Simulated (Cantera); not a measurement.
A perfectly stirred reactor is fed with 3.10 % H2, 96.9 % O2, at 1100 Pa; it is held at 1400 K, and followed from long to short residence time.

Model: the H2/O2 subset of GRI-Mech 3.0, which has no nitrogen chemistry, integrated in Cantera. Radical loss at walls, strong at low pressure, is not modelled.

x: mole fraction; the columns are a selection and need not sum to one.

| τ (s) | x H2 | x O2 | x H | x HO2 | x H2O2 | x H2O |
|---|---|---|---|---|---|---|
| 14 | 2.45e-5 | 0.967 | [?] | 2.11e-7 | 8.60e-9 | 0.0310 |
| 5.5 | 4.38e-5 | 0.966 | [?] | 3.10e-7 | 1.16e-8 | 0.0307 |
| 2.2 | 7.59e-5 | 0.964 | [?] | 4.34e-7 | 1.50e-8 | 0.0304 |
| 0.85 | 0.000130 | 0.960 | [?] | 5.84e-7 | 1.87e-8 | 0.0300 |
| 0.34 | 0.000206 | 0.956 | [?] | 7.30e-7 | 2.20e-8 | 0.0294 |
| 0.13 | 0.000316 | 0.951 | [?] | 8.60e-7 | 2.48e-8 | 0.0286 |
| 0.052 | 0.000463 | 0.947 | [?] | 9.51e-7 | 2.69e-8 | 0.0279 |
| 0.020 | 0.000735 | 0.944 | [?] | 1.02e-6 | 2.94e-8 | 0.0272 |
| 0.0080 | 0.00131 | 0.943 | [?] | 1.08e-6 | 3.34e-8 | 0.0262 |

**Question.** What belongs in the gaps?

**Answer.** 
- 14, x H: 2.98e-5
- 5.5, x H: 7.31e-5
- 2.2, x H: 0.000170
- 0.85, x H: 0.000382
- 0.34, x H: 0.000749
- 0.13, x H: 0.00129
- 0.052, x H: 0.00182
- 0.020, x H: 0.00226
- 0.0080, x H: 0.00259
